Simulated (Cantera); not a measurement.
Input: 1 mol CH2F2, 0.13 mol H2, at 402 °C and 82.0 mbar.

Equilibrium computed with Cantera from the NASA thermochemical tables; the gas is ideal and each condensed phase is pure. The numbers say what is thermodynamically allowed, not how fast it happens.

| species | before | after |
|---|---|---|
| H2 | 0.0542 | 0.545 |
| HF | 0.942 | 0.303 |
| CH4 | 0.00352 | 0.152 |
| H2F2 | 1.59e-5 | 1.64e-6 |
| C(graphite), mol | 0.993 | 0 |
Gas species are given as mole fractions.

What was changed between the two runs?
A. temperature from 402 °C to 777 °C
B. H2 from 0.13 to 5.6 mol
C. temperature from 402 °C to 1325 °C
D. temperature from 402 °C to 1475 °C

B, H2 from 0.13 to 5.6 mol
